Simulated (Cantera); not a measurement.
Charge: 1 mol Si, 0.64 mol HCl, 0.98 mol H2, held at 1127 °C and 0.133 bar.

Method: chemical equilibrium by Gibbs-energy minimisation in Cantera with the NASA 1993 tables (ideal gas, pure condensed phases). Candidate condensed phases: Si; 19 gas species. The tables' values for SiCl3 are old estimates; treat these amounts as uncertain. The numbers say what is thermodynamically allowed, not how fast it happens.

Base state: H2 0.763, HCl 0.128, SiCl2 0.0638, SiCl4 0.0193, SiCl3 0.0170, SiHCl3 0.00811, SiH2Cl2 0.000513, H 1.16e-5 (mole fractions); condensed: Si(s).

Task: What changes in the equilibrium state with this change: temperature from 1127 °C to 775 °C?

Result: 
```
species       before    after
----------  --------  -------
H2             0.763    0.862
SiCl4         0.0193   0.0796
SiHCl3       0.00811   0.0271
HCl            0.128   0.0259
SiCl2         0.0638  0.00145
SiCl3         0.0170  0.00251
H            1.16e-5  1.97e-8
SiH2Cl2     0.000513  0.00105
SiH3Cl       9.34e-6  1.06e-5
Si(s), mol     0.830    0.837
```

Task: What changes in the equilibrium state with this change: pressure from 0.133 bar to 7.10 bar?

Result: 
```csv
species,before,after
H2,0.763,0.823
HCl,0.128,0.0605
SiCl4,0.0193,0.0435
SiCl2,0.0638,0.0131
SiHCl3,0.00811,0.0419
SiCl3,0.0170,0.0116
SiH3Cl,9.34e-6,0.000253
SiH2Cl2,0.000513,0.00607
"Si(s), mol",0.830,0.828
```
